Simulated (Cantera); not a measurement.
**Ammonia decomposition in nitride growth gas**

An isothermal, constant-pressure homogeneous reactor starts with 79.4 % NH3, 20.6 % N2, at 1675 K and 43.5 Torr.

Cantera simulation using the gas-phase N/H chemistry of the illustrative SiF4/NH3 mechanism in the Surface Chemkin manual (1991); the numbers are that mechanism's predictions, not measurements. Walls and surfaces, which speed up NH3 decomposition in real reactors, are not modelled.

| t (s) | x NH3 | x NH2 | x N | x H2 | x N2 |
|---|---|---|---|---|---|
| 2.00e-5 | 0.794 | 2.66e-7 | <1e-12 | 1.26e-7 | 0.206 |
| 7.73e-5 | 0.794 | 1.07e-6 | <1e-12 | 5.26e-7 | 0.206 |
| 0.000299 | 0.794 | 4.16e-6 | <1e-12 | 2.08e-6 | 0.206 |
| 0.00116 | 0.794 | 1.61e-5 | <1e-12 | 8.12e-6 | 0.206 |
| 0.00447 | 0.794 | 6.19e-5 | 2.81e-11 | 3.50e-5 | 0.206 |
| 0.0173 | 0.793 | 0.000199 | 3.37e-10 | 0.000320 | 0.206 |
| 0.0669 | 0.790 | 0.000247 | 1.91e-9 | 0.00283 | 0.207 |
| 0.259 | 0.778 | 0.000240 | 7.58e-9 | 0.0129 | 0.209 |
| 1.00 | 0.734 | 0.000223 | 2.38e-8 | 0.0500 | 0.216 |
x: mole fraction; the columns are a selection and need not sum to one.

Equilibrium at this temperature and pressure: NH3 6.94e-7, NH2 1.03e-9, N 8.04e-12, H2 0.663, N2 0.336 (gas phase only).
